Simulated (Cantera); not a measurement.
An adiabatic, constant-volume homogeneous reactor starts with H2 : O2 : N2 : H2O = 1 : 1.09 : 4.09 : 0.2 (molar parts), at 1775 K and 0.660 bar. Integrator tolerance rtol = 1e-08.

Computed with Cantera and GRI-Mech 3.0 (53 species, 325 reactions).

What does this change do: pressure from 0.660 bar to 3.30 bar?


```csv
quantity,before,after
time of steepest temperature rise,11.0 µs,2.23 µs
temperature at 3.00 s,2689 K,2780 K
equilibrium temperature,2689 K,2780 K
x(H2) at 3.00 s,0.00878 (gas-phase equilibrium 0.00878),0.00584 (gas-phase equilibrium 0.00584)
x(O2) at 3.00 s,0.0831 (gas-phase equilibrium 0.0831),0.0830 (gas-phase equilibrium 0.0830)
x(H2O) at 3.00 s,0.175 (gas-phase equilibrium 0.175),0.183 (gas-phase equilibrium 0.183)
x(OH) at 3.00 s,0.0267 (gas-phase equilibrium 0.0267),0.0230 (gas-phase equilibrium 0.0230)
x(NO) at 3.00 s,0.0182 (gas-phase equilibrium 0.0182),0.0209 (gas-phase equilibrium 0.0209)
```
The hydrogen kinetics of GRI-Mech 3.0 are dated; newer H2 mechanisms differ, most at raised pressure.

What does this change do: pressure from 0.660 bar to 1.30 bar?


```
quantity                                                            before                                    after
---------------------------------  ---------------------------------------  ---------------------------------------
time of steepest temperature rise                                  11.0 µs                                  5.71 µs
temperature at 3.00 s                                               2689 K                                   2729 K
equilibrium temperature                                             2689 K                                   2729 K
x(H2) at 3.00 s                    0.00878 (gas-phase equilibrium 0.00878)  0.00749 (gas-phase equilibrium 0.00749)
x(O2) at 3.00 s                      0.0831 (gas-phase equilibrium 0.0831)    0.0830 (gas-phase equilibrium 0.0830)
x(H2O) at 3.00 s                       0.175 (gas-phase equilibrium 0.175)      0.178 (gas-phase equilibrium 0.178)
x(OH) at 3.00 s                      0.0267 (gas-phase equilibrium 0.0267)    0.0253 (gas-phase equilibrium 0.0253)
x(NO) at 3.00 s                      0.0182 (gas-phase equilibrium 0.0182)    0.0194 (gas-phase equilibrium 0.0194)
```
